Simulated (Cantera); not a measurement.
Cantera run:

```python
import numpy as np
import cantera as ct

gas_names = """
    H HO2 H2 H2O H2O2 O OH O2 O3 Ti TiO TiO2
""".split()
cond_names = """
    H2O(s) H2O(L) Ti(a) Ti(b) Ti(L) TiO(a) TiO(b) TiO(L) TiO2(ru) TiO2(L) Ti2O3(a) Ti2O3(b) Ti2O3(L)
    Ti3O5(a) Ti3O5(b) Ti3O5(L) Ti4O7(s) Ti4O7(L)
""".split()


def load(file, names, dense=False):
    # The tables refer to 1 bar. Condensed volumes are neglected.
    table = {s.name: s for s in ct.Species.list_from_file(file)}
    out = []
    for n in names:
        d = dict(table[n].input_data)
        d["thermo"] = dict(d["thermo"], **{"reference-pressure": 1e5})
        if dense:
            d["equation-of-state"] = {"model": "constant-volume", "density": "1e6 g/cm^3"}
        out.append(ct.Species.from_dict(d))
    return out


gas = ct.Solution(thermo="ideal-gas", species=load("nasa_gas.yaml", gas_names))
cond = {s.name: ct.Solution(thermo="fixed-stoichiometry", species=[s], name=s.name)
        for s in load("nasa_condensed.yaml", cond_names, dense=True)}
atoms = {
    'Ti': {'Ti': 1},
    'H2': {'H': 2},
    'H2O': {'H': 2, 'O': 1},
}
top_T = {}  # K; cautious upper limits of use, not melting points


def equilibrate(T, P, feed):
    n = {}
    for name, mol in feed.items():
        for a, k in atoms[name].items():
            n[a] = n.get(a, 0.0) + k * mol
    gas.TPX = T, P, n
    mass = sum(n.values()) * gas.mean_molecular_weight
    gas.equilibrate("TP")
    valid = [c for c in cond.values() if c.min_temp <= T <= top_T.get(c.name, c.max_temp)]
    mix = ct.Mixture([(gas, mass / gas.mean_molecular_weight)] + [(c, 0.0) for c in valid])
    mix.T, mix.P = T, P
    mix.equilibrate("TP", solver="gibbs", rtol=1e-10, max_steps=50000)
    return mix


results = []
T = 1648.15  # K
P = 56000  # Pa
for m in [0.11, 0.16, 0.23, 0.33, 0.48, 0.69, 0.99, 1.4]:
    feed = {'Ti': 1, 'H2': 240, 'H2O': m}  # mol
    mix = equilibrate(T, P, feed)
    results.append((T, P, feed, dict(zip(mix.species_names, mix.species_moles))))
    x = sorted(zip(gas.X, gas.species_names), reverse=True)
    print(f"T = {T:g} K  P = {P:g} Pa  n(H2O) = {m:g} mol  gas = {mix.phase_moles(0):.4g} mol")
    print("   x: " + "  ".join(f"{s} {v:.3e}" for v, s in x if v > 1e-06))
    print("   condensed (mol): " + ("  ".join(f"{mix.phase(i).name} {mix.phase_moles(i):.4g}"
          for i in range(1, mix.n_phases) if mix.phase_moles(i) > 1e-12) or "none"))
```

It prints:

```
T = 1648.15 K  P = 56000 Pa  n(H2O) = 0.11 mol  gas = 240.1 mol
   x: H2 9.999e-01  H 1.192e-04
   condensed (mol): Ti(b) 0.89  TiO(b) 0.11
T = 1648.15 K  P = 56000 Pa  n(H2O) = 0.16 mol  gas = 240.2 mol
   x: H2 9.999e-01  H 1.192e-04
   condensed (mol): Ti(b) 0.84  TiO(b) 0.16
T = 1648.15 K  P = 56000 Pa  n(H2O) = 0.23 mol  gas = 240.2 mol
   x: H2 9.999e-01  H 1.192e-04
   condensed (mol): Ti(b) 0.77  TiO(b) 0.23
T = 1648.15 K  P = 56000 Pa  n(H2O) = 0.33 mol  gas = 240.3 mol
   x: H2 9.999e-01  H 1.192e-04
   condensed (mol): Ti(b) 0.67  TiO(b) 0.33
T = 1648.15 K  P = 56000 Pa  n(H2O) = 0.48 mol  gas = 240.5 mol
   x: H2 9.999e-01  H 1.192e-04
   condensed (mol): Ti(b) 0.52  TiO(b) 0.48
T = 1648.15 K  P = 56000 Pa  n(H2O) = 0.69 mol  gas = 240.7 mol
   x: H2 9.999e-01  H 1.192e-04
   condensed (mol): Ti(b) 0.31  TiO(b) 0.69
T = 1648.15 K  P = 56000 Pa  n(H2O) = 0.99 mol  gas = 241 mol
   x: H2 9.999e-01  H 1.192e-04
   condensed (mol): Ti(b) 0.009998  TiO(b) 0.99
T = 1648.15 K  P = 56000 Pa  n(H2O) = 1.4 mol  gas = 241.4 mol
   x: H2 9.999e-01  H 1.192e-04  H2O 2.923e-05
   condensed (mol): TiO(b) 0.2141  Ti2O3(b) 0.3929
```

Equilibrium computed with Cantera from the NASA thermochemical tables; the gas is ideal and each condensed phase is pure. Mutual solubility and eutectic melting of coexisting phases are not modelled. TiO: taken at fixed stoichiometry. Condensed phases not in the tables: N, O or C dissolved in the metal.
